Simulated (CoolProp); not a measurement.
Vapour-liquid equilibrium of n-heptane (1) + toluene (2) at 5.84 bar; x and y are mole fractions of (1).

Model: multi-fluid Helmholtz-energy mixture model, Span 2003 and Lemmon 2006; pair parameters Bell 2016, in CoolProp.

Give the bubble temperature and the first vapour's composition at x = 0.15, 0.35, 0.85. Is there an azeotrope?

x = 0.15: 455.0 K, y = 0.204; x = 0.35: 451.0 K, y = 0.416; x = 0.85: 445.7 K, y = 0.863. No azeotrope shows between x = 0.05 and 0.95.

Pair parameters are fitted to limited data, so mixtures are less certain than the pure fluids.
